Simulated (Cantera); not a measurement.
Input (Python, Cantera) and output of one run.

```python
import numpy as np
import cantera as ct

gas_names = """
    Fe FeO Fe(OH)2 H HO2 H2 H2O H2O2 O OH O2 O3
""".split()
cond_names = """
    Fe(a) Fe(c) Fe(d) Fe(L) FeO(s) FeO(L) Fe(OH)2(s) Fe(OH)3(s) Fe2O3(s) Fe3O4(s) H2O(s) H2O(L)
""".split()


# ... load() reads the species with a 1 bar reference pressure and builds the phases ...
atoms = {
    'Fe3O4': {'Fe': 3, 'O': 4},
    'H2': {'H': 2},
    'H2O': {'H': 2, 'O': 1},
}
top_T = {'Fe2O3(s)': 1830, 'Fe3O4(s)': 1870}  # K; cautious upper limits of use, not melting points


# ... equilibrate(T, P, feed) seeds the gas with the atoms and calls Mixture.equilibrate('TP', solver="vcs", rtol=1e-11, max_steps=5000) ...
results = []
feed = {'Fe3O4': 1, 'H2': 1.6, 'H2O': 4.5}  # mol
P = 101325  # Pa
for T in [1448, 1523, 1598, 1673, 1748, 1823, 1898, 1973]:
    mix = equilibrate(T, P, feed)
    results.append((T, P, feed, dict(zip(mix.species_names, mix.species_moles))))
    x = sorted(zip(gas.X, gas.species_names), reverse=True)
    print(f"T = {T:g} K  P = {P:g} Pa  gas = {mix.phase_moles(0):.4g} mol")
    print("   x: " + "  ".join(f"{s} {v:.3e}" for v, s in x if v > 1e-05))
    print("   condensed (mol): " + ("  ".join(f"{mix.phase(i).name} {mix.phase_moles(i):.4g}"
          for i in range(1, mix.n_phases) if mix.phase_moles(i) > 1e-12) or "none"))
```

It prints:

```
T = 1448 K  P = 101325 Pa  gas = 6.1 mol
   x: H2O 9.016e-01  H2 9.836e-02
   condensed (mol): FeO(s) 3
T = 1523 K  P = 101325 Pa  gas = 6.1 mol
   x: H2O 9.016e-01  H2 9.836e-02  Fe(OH)2 1.741e-05
   condensed (mol): FeO(s) 3
T = 1598 K  P = 101325 Pa  gas = 6.1 mol
   x: H2O 9.016e-01  H2 9.835e-02  Fe(OH)2 3.374e-05  H 1.658e-05
   condensed (mol): FeO(s) 3
T = 1673 K  P = 101325 Pa  gas = 6.1 mol
   x: H2O 9.015e-01  H2 9.835e-02  Fe(OH)2 6.001e-05  H 3.548e-05  OH 1.565e-05
   condensed (mol): FeO(L) 3
T = 1748 K  P = 101325 Pa  gas = 6.1 mol
   x: H2O 9.015e-01  H2 9.834e-02  Fe(OH)2 9.618e-05  H 7.118e-05  OH 3.807e-05
   condensed (mol): FeO(L) 2.999
T = 1823 K  P = 101325 Pa  gas = 6.101 mol
   x: H2O 9.013e-01  H2 9.832e-02  Fe(OH)2 1.479e-04  H 1.350e-04  OH 8.610e-05
   condensed (mol): FeO(L) 2.999
T = 1898 K  P = 101325 Pa  gas = 6.101 mol
   x: H2O 9.010e-01  H2 9.831e-02  H 2.435e-04  Fe(OH)2 2.192e-04  OH 1.826e-04
   condensed (mol): FeO(L) 2.999
T = 1973 K  P = 101325 Pa  gas = 6.103 mol
   x: H2O 9.006e-01  H2 9.829e-02  H 4.202e-04  OH 3.655e-04  Fe(OH)2 3.144e-04  Fe 1.350e-05
   condensed (mol): FeO(L) 2.998
```

Equilibrium computed with Cantera from the NASA thermochemical tables; the gas is ideal and each condensed phase is pure. The tables' stoichiometric FeO is somewhat more stable than real wüstite, so its field is too wide. FeO: taken at fixed stoichiometry.
